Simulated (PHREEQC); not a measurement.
Synthetic water in mg/L, 25 °C, pH 6.31, pe 0.3: Na 2870; K 144; Ca 121; Mg 278; Cl 5020; S(6) as SO4 716; Alkalinity as HCO3 40.6; Li 1.06.

Valence states are taken as typed.

Model: ion-association model, phreeqc.dat, run in PHREEQC.

**Question.** The ionic strength comes out as 0.173 mol/kgw. What activity coefficients do K+, Mg+2, HCO3-, Li+, MgHCO3+ get?

**Answer.** K+ 0.72, Mg+2 0.35, HCO3- 0.76, Li+ 0.76, MgHCO3+ 0.73.

Precipitation was switched off in this run.
